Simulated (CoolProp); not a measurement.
Saturation properties of n-pentane.

Computed with CoolProp (reference Helmholtz-energy equation of state, Thol 2019).

```csv
T (°C),p (MPa),liquid cp (kJ/(kg K)),vapour Z,liquid viscosity (µPa s),vapour viscosity (µPa s),liquid conductivity (mW/(m K))
92.15,0.4952,2.684,0.8662,91.7,7.86,89.8
96.75,0.5509,2.715,0.8558,87.4,7.93,88.5
101.25,0.6099,2.747,0.8452,83.4,7.99,87.2
105.85,0.6749,2.781,0.8339,79.4,8.06,86.0
110.35,0.7433,2.816,0.8222,75.7,8.12,84.9
114.95,0.8185,2.854,0.8097,71.9,8.18,83.7
119.45,0.8974,2.893,0.7969,68.4,8.25,82.6
124.05,0.9838,2.935,0.7832,64.9,8.31,81.6
128.55,1.074,2.980,0.7691,61.6,8.37,80.6
133.15,1.173,3.029,0.7540,58.4,8.44,79.6
137.65,1.275,3.082,0.7384,55.2,8.51,78.7
142.25,1.387,3.142,0.7217,52.1,8.58,77.8
146.75,1.504,3.208,0.7044,49.1,8.66,77.0
```

It boils at 36.1 °C under 1 atm.

Viscosity comes from a separate model (Quiñones-Cisneros 2006), older than the equation that it now runs on, and unchecked against measurements. Thermal conductivity comes from a separate model (Vassiliou 2015).
